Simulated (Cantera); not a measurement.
Input (Python, Cantera):

```python
import numpy as np
import cantera as ct

gas = ct.Solution("SiF4_NH3_mec.yaml", "gas")
gas.TPX = 1925, 12000, {'NH3': 1, 'H2': 0.54}
reactor = ct.IdealGasConstPressureReactor(gas, energy="off", clone=False)
net = ct.ReactorNet([reactor])
net.rtol, net.atol = 1e-08, 1e-18
show = ['NH3', 'H2', 'N2H4', 'N', 'N2H2']
times = np.geomspace(6e-06, 50, 13)

steps = ct.SolutionArray(gas, extra=["t"])
rows = []
print(f"{'t/s':>10s}{'T/K':>9s}{'P/Pa':>11s}" + "".join(f"{s:>11s}" for s in show))
for t in times:
    while net.time < t:
        t_next = net.step()
        steps.append(gas.state, t=t_next)
    rows.append([np.interp(t, steps.t, y) for y in (steps.T, steps.P, *steps(*show).X.T)])
    print(f"{t:10.3e}{rows[-1][0]:9.1f}{rows[-1][1]:11.4g}" + "".join(f"{x:11.3e}" for x in rows[-1][2:]))
rate = np.gradient(steps.T, steps.t)
print("integrator steps:", len(steps.t))
if steps.T.max() > steps.T[0] + 200:
    print(f"time of steepest temperature rise: {steps.t[rate.argmax()]:.4e} s")
gas.TPX = 1925, 12000, {'NH3': 1, 'H2': 0.54}
gas.equilibrate("TP")
print(f"equilibrium (TP): T = {gas.T:.1f} K  " + "  ".join(f"{s} {gas[s].X[0]:.3e}" for s in show))
```

It prints:

```
       t/s      T/K       P/Pa        NH3         H2       N2H4          N       N2H2
 6.000e-06   1925.0    1.2e+04  6.493e-01  3.506e-01  8.299e-13  6.350e-15  7.464e-12
 2.264e-05   1925.0    1.2e+04  6.493e-01  3.507e-01  1.673e-11  1.414e-12  3.144e-10
 8.543e-05   1925.0    1.2e+04  6.493e-01  3.507e-01  2.604e-10  1.468e-10  8.175e-09
 3.224e-04   1925.0    1.2e+04  6.491e-01  3.507e-01  3.703e-09  8.722e-09  1.642e-07
 1.216e-03   1925.0    1.2e+04  6.482e-01  3.510e-01  3.376e-08  2.147e-07  2.235e-06
 4.590e-03   1925.0    1.2e+04  6.436e-01  3.541e-01  4.896e-08  3.659e-07  3.526e-06
 1.732e-02   1925.0    1.2e+04  6.263e-01  3.662e-01  4.723e-08  3.708e-07  3.385e-06
 6.536e-02   1925.0    1.2e+04  5.668e-01  4.077e-01  4.138e-08  3.868e-07  2.921e-06
 2.466e-01   1925.0    1.2e+04  4.007e-01  5.234e-01  2.621e-08  4.251e-07  1.806e-06
 9.306e-01   1925.0    1.2e+04  1.385e-01  7.061e-01  6.397e-09  4.722e-07  4.782e-07
 3.512e+00   1925.0    1.2e+04  6.058e-03  7.976e-01  9.810e-11  4.982e-07  1.364e-08
 1.325e+01   1925.0    1.2e+04  9.840e-05  8.008e-01  7.698e-14  4.217e-08  1.514e-11
 5.000e+01   1925.0    1.2e+04  1.877e-05  8.009e-01  2.809e-15  8.073e-09  5.850e-13
integrator steps: 1393
equilibrium (TP): T = 1925.0 K  NH3 8.686e-07  H2 8.009e-01  N2H4 6.097e-18  N 3.736e-10  N2H2 3.450e-14
```

Computed with Cantera and the gas-phase N/H chemistry of the illustrative SiF4/NH3 mechanism in the Surface Chemkin manual (1991). Walls and surfaces, which speed up NH3 decomposition in real reactors, are not modelled.
